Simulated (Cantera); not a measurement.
Adiabatic ignition

An adiabatic, constant-pressure homogeneous reactor starts with 13.0 % CH4, 1.81 % C2H6, 17.9 % O2, 67.4 % N2, at 1248 K and 0.650 bar.

Model: GRI-Mech 3.0 (53 species, 325 reactions), integrated in Cantera.

```csv
t (s),T (K),x CH4,x C2H6,x O2,x C2H2,x OH
3.00e-6,1248,0.130,0.0181,0.179,<1e-12,1.15e-10
1.08e-5,1248,0.130,0.0181,0.179,<1e-12,4.84e-10
3.87e-5,1248,0.130,0.0181,0.179,<1e-12,1.98e-9
0.000139,1248,0.130,0.0181,0.179,1.46e-11,1.04e-8
0.000500,1248,0.129,0.0180,0.179,2.16e-9,1.11e-7
0.00180,1255,0.128,0.0168,0.177,7.36e-7,8.51e-7
0.00646,2419,3.62e-12,<1e-12,2.78e-5,<1e-12,0.00154
0.0232,2417,3.22e-12,<1e-12,3.02e-5,<1e-12,0.00160
0.0835,2417,3.22e-12,<1e-12,3.02e-5,<1e-12,0.00160
0.300,2417,3.22e-12,<1e-12,3.02e-5,<1e-12,0.00160
```
x: mole fraction; the columns are a selection and need not sum to one.

```yaml
time_of_steepest_temperature_rise: 3.84 ms
temperature at 0.300 s: 2417 K
equilibrium_temperature: 2417 K
x(CH4) at 0.300 s: 3.22e-12 (gas-phase equilibrium 3.63e-12)
x(C2H6) at 0.300 s: <1e-12 (gas-phase equilibrium <1e-12)
x(O2) at 0.300 s: 3.02e-5 (gas-phase equilibrium 3.02e-5)
```
